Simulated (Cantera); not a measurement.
An isothermal, constant-pressure homogeneous reactor starts with 14.5 % CH4, 85.5 % N2, at 1400 K and 0.00592 atm.

Model: GRI-Mech 3.0 (53 species, 325 reactions), integrated in Cantera. GRI-Mech 3.0 stops at C3 and has no aromatics, soot or wall deposition, so with more carbon than oxygen in the feed, carbon stays in small species such as C2H2 where larger ones or solid carbon would form. Radical loss at walls, strong at low pressure, is not modelled.

One state of this run: x CH4 = 0.120; x C2H6 = 3.28e-5; x C2H4 = 0.00157; x HCN = 4.74e-10; x H2 = 0.0305; x CH2 = 7.67e-9; x C2H2 = 0.00910. x: mole fraction; the columns are a selection and need not sum to one.

Problem. Which value of t (s) does it belong to?
A) 20.0
B) 0.0171
C) 0.180
D) 1.90

Solution. A, 20.0
